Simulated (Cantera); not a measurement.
# Thermodynamics of metals in furnace atmospheres, feed Fe + CO2 + N2

A closed system holds: 1 mol Fe, 0.17 mol CO2, a varied amount of N2, at 1875 K and 0.00160 bar.

Cantera equilibrium calculation (NASA polynomials, part measured and part estimated; ideal gas, pure solids and liquids). Candidate condensed phases: C, Fe, Fe(CO)5, FeO, Fe2O3, Fe3O4; 27 gas species. Each liquid is taken as pure. Mutual solubility and eutectic melting of coexisting phases are not modelled. The tables' stoichiometric FeO is somewhat more stable than real wüstite, so its field is too wide. FeO: taken at fixed stoichiometry. The numbers say what is thermodynamically allowed, not how fast it happens.

From 3.6 mol N2 to 13 mol N2 the condensed part is Fe(l) + FeO(l). From 18 mol N2 to 46 mol N2 the condensed part is FeO(l). The main Fe-bearing gas is Fe throughout. The share of Fe in condensed phases is highest at 3.6 mol N2 (79.7 %) and lowest at 46 mol N2 (11.0 %).

```
n(N2) (mol)   x N2    x Fe     x CO     x CO2     x FeO     x NO      x O     x O2  n Fe(l)  n FeO(l)
-----------  -----  ------  -------  --------  --------  -------  -------  -------  -------  --------
3.6          0.906  0.0507   0.0385   0.00430  0.000338  1.51e-5  7.29e-6  1.47e-6    0.646     0.151
5            0.918  0.0507   0.0281   0.00314  0.000338  1.51e-5  7.29e-6  1.47e-6    0.571     0.151
6.9          0.926  0.0507   0.0205   0.00230  0.000338  1.52e-5  7.29e-6  1.47e-6    0.470     0.150
9.5          0.932  0.0507   0.0150   0.00168  0.000338  1.53e-5  7.29e-6  1.47e-6    0.331     0.149
13           0.937  0.0507   0.0110   0.00123  0.000338  1.53e-5  7.29e-6  1.47e-6    0.144     0.148
18           0.946  0.0447  0.00793   0.00101  0.000338  1.75e-5  8.27e-6  1.89e-6        0     0.144
25           0.960  0.0329  0.00557  0.000960  0.000338  2.39e-5  1.12e-5  3.49e-6        0     0.135
34           0.970  0.0246  0.00394  0.000907  0.000338  3.20e-5  1.50e-5  6.21e-6        0     0.124
46           0.977  0.0186  0.00277  0.000845  0.000338  4.27e-5  1.99e-5  1.10e-5        0     0.110
```
x: gas mole fraction; n: condensed amount in mol.
